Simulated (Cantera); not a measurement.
An adiabatic, constant-volume homogeneous reactor starts with 7.15 % CH4, 0.508 % C2H6, 19.4 % O2, 73.0 % N2, equivalence ratio 0.83, at 998 K and 101000 Pa.

Model: GRI-Mech 3.0 (53 species, 325 reactions), integrated in Cantera. Below about 1000 K GRI-Mech 3.0 lacks low-temperature oxidation paths.

Predict: time of steepest temperature rise; temperature at 2.00 s; equilibrium temperature; x(O2) at 2.00 s; x(CO2) at 2.00 s.


```
Quantity                                                          Result
---------------------------------  -------------------------------------
time of steepest temperature rise                                0.132 s
temperature at 2.00 s                                             2682 K
equilibrium temperature                                           2682 K
x(O2) at 2.00 s                    0.0338 (gas-phase equilibrium 0.0338)
x(CO2) at 2.00 s                   0.0616 (gas-phase equilibrium 0.0616)
```
